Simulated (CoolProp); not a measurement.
Vapour pressure (bar) of dimethyl carbonate: the reference equation beside estimates from Tc = 283.9 °C, pc = 49.09 bar, ω = 0.346. Clausius-Clapeyron is anchored at 80.65 °C with a constant enthalpy of vaporisation of 34.43 kJ/mol.

Computed with CoolProp (reference Helmholtz-energy equation of state, Zhou 2011).

```json
[
 {"T (°C)": "45.95", "reference": "0.1956", "Lee-Kesler": "0.1841", "Clausius-Clapeyron": "0.2080", "van der Waals": "3.248", "Redlich-Kwong": "0.6080", "Peng-Robinson": "0.1944"},
 {"T (°C)": "63.35", "reference": "0.3980", "Lee-Kesler": "0.3814", "Clausius-Clapeyron": "0.4068", "van der Waals": "4.436", "Redlich-Kwong": "1.080", "Peng-Robinson": "0.3949"},
 {"T (°C)": "80.65", "reference": "0.7424", "Lee-Kesler": "0.7232", "Clausius-Clapeyron": "0.7424", "van der Waals": "5.880", "Redlich-Kwong": "1.785", "Peng-Robinson": "0.7370"},
 {"T (°C)": "98.05", "reference": "1.297", "Lee-Kesler": "1.281", "Clausius-Clapeyron": "1.285", "van der Waals": "7.621", "Redlich-Kwong": "2.795", "Peng-Robinson": "1.290"},
 {"T (°C)": "115.45", "reference": "2.136", "Lee-Kesler": "2.135", "Clausius-Clapeyron": "2.117", "van der Waals": "9.674", "Redlich-Kwong": "4.173", "Peng-Robinson": "2.131"},
 {"T (°C)": "132.75", "reference": "3.339", "Lee-Kesler": "3.368", "Clausius-Clapeyron": "3.335", "van der Waals": "12.04", "Redlich-Kwong": "5.973", "Peng-Robinson": "3.345"},
 {"T (°C)": "150.15", "reference": "5.019", "Lee-Kesler": "5.096", "Clausius-Clapeyron": "5.071", "van der Waals": "14.78", "Redlich-Kwong": "8.282", "Peng-Robinson": "5.051"},
 {"T (°C)": "167.55", "reference": "7.278", "Lee-Kesler": "7.421", "Clausius-Clapeyron": "7.462", "van der Waals": "17.88", "Redlich-Kwong": "11.15", "Peng-Robinson": "7.359"},
 {"T (°C)": "184.85", "reference": "10.22", "Lee-Kesler": "10.44", "Clausius-Clapeyron": "10.64", "van der Waals": "21.34", "Redlich-Kwong": "14.63", "Peng-Robinson": "10.38"},
 {"T (°C)": "202.25", "reference": "14.01", "Lee-Kesler": "14.32", "Clausius-Clapeyron": "14.81", "van der Waals": "25.22", "Redlich-Kwong": "18.80", "Peng-Robinson": "14.28"}
]
```

Absolute difference from the reference over all 10 rows, mean and median: Lee-Kesler 2.3 and 2.1 %, Clausius-Clapeyron 2.4 and 1.6 %, van der Waals 489.7 and 306.7 %, Redlich-Kwong 100.8 and 87.1 %, Peng-Robinson 0.8 and 0.7 %.
